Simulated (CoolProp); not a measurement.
Isobutane along the isotherm 355.1 K: fugacity coefficient from the reference equation and from simpler models built on Tc = 407.8 K, pc = 3.629 MPa, ω = 0.184; each cubic takes its own stable root.

The numbers come from the reference Helmholtz-energy equation of state, Bücker 2006 in CoolProp.

```tsv
p (MPa)	phase	reference
0.113	gas	0.9836
0.227	gas	0.9671
0.34	gas	0.9507
0.454	gas	0.9342
0.567	gas	0.9179
0.68	gas	0.9016
0.794	gas	0.8851
0.907	gas	0.8687
1.02	gas	0.8523
1.13	gas	0.8362
1.25	gas	0.8186
1.36	gas	0.8022
1.47	liquid	0.7600
1.59	liquid	0.7062
1.7	liquid	0.6636
1.81	liquid	0.6262
```

How far does each simpler model (van der Waals, Soave-Redlich-Kwong) lie from the reference over these 16 states: mean and median of the absolute difference, and the worst?


- van der Waals: mean 6.6 %, median 3.5 %, worst +26.6 % at 355.1 K and 1.81 MPa
- Soave-Redlich-Kwong: mean 0.6 %, median 0.3 %, worst +1.7 % at 355.1 K and 1.81 MPa

At some of these states van der Waals gives the other phase, because its saturation line lies elsewhere.
